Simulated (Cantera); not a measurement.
Feed: 1 mol (CH3)2SiCl2, 0.31 mol C2H4, 720 mol H2, held at 13.3 mbar.

Cantera equilibrium calculation (NASA polynomials, part measured and part estimated; ideal gas, pure solids and liquids). Candidate condensed phases: C, C6H6, C7H8, C8H18, Si, SiC; 109 gas species. The feed counts by its element totals alone. Gases not in the tables: Si2H6 and higher silanes. Rates play no part.

x: gas mole fraction; n: condensed amount in mol.

```
T (°C)   x H2       x H    x HCl  x C2H2 (acetylene)  n C(graphite)    n SiC(s)
------  -----  --------  -------  ------------------  -------------  ----------
902     0.997   1.06e-6  0.00276             6.35e-8           1.44       1.000
1002    0.997   6.37e-6  0.00276             3.83e-7           1.53       1.000
1102    0.997   2.96e-5  0.00276             1.77e-6           1.57       1.000
1202    0.997  0.000112  0.00276             6.65e-6           1.58       1.000
1302    0.997  0.000359  0.00276             2.10e-5           1.57       1.000
1402    0.996   0.00100  0.00276             5.78e-5           1.53       0.999
1502    0.995   0.00250  0.00275            0.000142           1.41       0.996
1602    0.991   0.00565  0.00274            0.000314           1.18       0.979
1702    0.985    0.0118  0.00272            0.000639          0.781  (withheld)
1802    0.973    0.0228  0.00267             0.00121          0.273  (withheld)
1902    0.953    0.0413  0.00261             0.00167              0  (withheld)
```

### Question
What belongs in the gaps?

### Answer

- 1702, n SiC(s): 0.892
- 1802, n SiC(s): 0.507
- 1902, n SiC(s): 0
